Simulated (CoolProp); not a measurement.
Vapour pressure (MPa) of isopentane: the reference equation beside estimates from Tc = 460.3 K, pc = 3.378 MPa, ω = 0.227. Clausius-Clapeyron is anchored at 314.3 K with a constant enthalpy of vaporisation of 24.00 kJ/mol.

Values from CoolProp's reference Helmholtz-energy equation of state, Lemmon 2006. It is a short technical equation, of lower accuracy than the large ones.

| T (K) | reference | Clausius-Clapeyron | Soave-Redlich-Kwong |
|---|---|---|---|
| 275.5 | … | 0.04309 | 0.03761 |
| 285.2 | … | … | 0.05602 |
| 294.9 | 0.08172 | 0.08585 | 0.08098 |
| 304.6 | 0.1147 | 0.1172 | … |
| 314.3 | 0.1571 | 0.1571 | 0.1567 |
| 324 | 0.2107 | 0.2068 | 0.2107 |
| 333.7 | 0.2773 | 0.2679 | 0.2781 |
| 343.4 | 0.3587 | 0.3421 | 0.3607 |
| 353.1 | … | … | 0.4606 |
| 362.8 | 0.5740 | 0.5363 | 0.5799 |
| 372.5 | 0.7121 | … | 0.7208 |
| 382.2 | … | 0.8032 | 0.8856 |

Q: Some entries are withheld; supply them.

A: 
- 275.5, reference: 0.03820
- 285.2, reference: 0.05671
- 285.2, Clausius-Clapeyron: 0.06154
- 304.6, Soave-Redlich-Kwong: 0.1140
- 353.1, reference: 0.4569
- 353.1, Clausius-Clapeyron: 0.4310
- 372.5, Clausius-Clapeyron: 0.6598
- 382.2, reference: 0.8734

Absolute difference from the reference over all 12 rows, mean and median: Clausius-Clapeyron 5.5 and 5.4 %, Soave-Redlich-Kwong 0.8 and 0.9 %.
